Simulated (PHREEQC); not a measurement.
Dissolve 0.018 mol/kgw HNO3, 0.019 mol/kgw AlCl3 and 0.0134 mol/kgw MgCl2 at 25 °C. It is in equilibrium with CO2 at log p = -1 (atm). Otherwise closed; pH follows from the charge balance.

Computed with PHREEQC (ion-association model, phreeqc.dat).

No solid was allowed to form.

Q: Predict the pH, density.

A: pH 1.84; density 1.001 g/cm³.

Species that the database lacks are ignored.
